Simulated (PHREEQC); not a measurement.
Dissolve 0.02 mol HF and 0.034 mol (CH3)4NF per kg of water at 73 °C. Closed to the air; pH follows from the charge balance.

All values are PHREEQC results (ion-association model, phreeqc.dat), not measurements.

Each row changes one thing in this solution. Precipitation was switched off in this run.

```tsv
case	pH	ionic strength (mol/kgw)	F- (mol/kgw)	HF (mol/kgw)	HF2- (mol/kgw)
as made	3.76	0.0342	0.0318	0.0174	0.00241
0.001 mol/kgw HCl added	?	0.0342	0.0308	0.0183	0.00246
HF left out	7.37	0.0340	0.0340	?	6.75e-7
HF from 0.02 to 0.1 mol/kgw	2.95	0.0353	0.0255	0.0888	0.00985
HF from 0.02 to 0.2 mol/kgw	2.56	0.0373	0.0209	0.180	0.0164
HF from 0.02 to 0.004 mol/kgw	4.48	0.0340	0.0335	0.00346	0.000505
diluted 100-fold with water	4.11	0.000419	0.000419	0.000121	2.20e-7
```

Task: Complete the blanks.

Result: 
- 0.001 mol/kgw HCl added, pH: 3.72
- HF left out, HF (mol/kgw): 4.56e-6

(CH3)4N+ isn't in the database: it is added as a free cation with an ion size of 4 Å. At this temperature some constants are extrapolated from 25 °C, and those without enthalpy data are left unchanged.
